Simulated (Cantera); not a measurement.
A freely propagating, adiabatic, planar premixed flame of H₂ : O₂ : N₂ = 1 : 0.943 : 3.55 (molar parts), equivalence ratio 0.53, unburnt at 550 K and 0.133 bar; mixture-averaged transport, grid criteria slope 0.08 and curve 0.16, no radiation.

Model: the H2/O2 subset of GRI-Mech 3.0, which has no nitrogen chemistry, integrated in Cantera. Burning velocities carry a grid error of a few per cent, more on coarse grids. Lean hydrogen flames are cellular in practice and burn faster than this planar one.

x: mole fraction of selected species; z is measured from the peak of heat release.

| z (mm) | T (K) | u (m/s) | x H₂ | x O₂ | x H₂O | x OH | x O | x H |
|---|---|---|---|---|---|---|---|---|
| -17.4 | 550 | 3.12 | 0.182 | 0.172 | <1e-8 | <1e-8 | <1e-8 | <1e-8 |
| -11.6 | 550 | 3.12 | 0.182 | 0.172 | <1e-8 | <1e-8 | <1e-8 | <1e-8 |
| -8.68 | 550 | 3.12 | 0.182 | 0.172 | <1e-8 | <1e-8 | <1e-8 | <1e-8 |
| -5.79 | 550 | 3.12 | 0.182 | 0.172 | … | <1e-8 | <1e-8 | … |
| -2.89 | 568 | 3.21 | 0.177 | 0.172 | … | … | … | … |
| -1.45 | 717 | 3.98 | 0.150 | 0.168 | 0.0156 | 0.000366 | 0.000250 | 0.00490 |
| 0 | 1033 | 5.59 | 0.0722 | 0.138 | 0.0813 | 0.00209 | 0.00507 | 0.0251 |
| 1.45 | 1270 | 6.82 | 0.0201 | 0.101 | 0.145 | 0.00540 | 0.0128 | 0.0328 |
| 2.89 | 1388 | 7.41 | 0.0128 | 0.0924 | 0.160 | 0.00700 | 0.0141 | 0.0272 |
| 5.79 | 1512 | 8.01 | 0.0111 | 0.0896 | 0.168 | 0.00854 | 0.0125 | 0.0187 |
| 11.6 | 1632 | 8.58 | 0.00887 | 0.0880 | 0.176 | 0.00945 | 0.00971 | 0.0110 |
| 23.1 | 1736 | 9.06 | 0.00608 | 0.0873 | 0.183 | 0.00919 | 0.00645 | 0.00537 |
| 46.3 | 1813 | 9.41 | 0.00343 | 0.0874 | 0.190 | 0.00771 | 0.00356 | 0.00205 |

Problem. Complete the blanks.

Solution. 
- -5.79, x H₂O: 3.25e-7
- -5.79, x H: 1.63e-7
- -2.89, x H₂O: 0.00126
- -2.89, x OH: 5.61e-5
- -2.89, x O: 1.14e-5
- -2.89, x H: 0.000257
